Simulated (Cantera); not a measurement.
## Ignition delay

Mixture: 6.25 % CO, 0.287 % H2, 2.56 % CH4, 19.1 % O2, 71.8 % N2, equivalence ratio 0.44, at 4.50 bar, adiabatic and at constant pressure. Ignition delay is the time to a rise of 400 K.

Cantera simulation using GRI-Mech 3.0 (53 species, 325 reactions); the numbers are that mechanism's predictions, not measurements.

| T0 (K) | delay (ms) |
|---|---|
| 1000 | 31.2 |
| 1075 | 8.16 |
| 1150 | 3.13 |
| 1225 | 1.39 |
| 1300 | 0.659 |
| 1375 | 0.331 |

```
Item                                                    Result
--------------------------------------------------  ----------
apparent activation energy between 1225 and 1375 K  130 kJ/mol
```
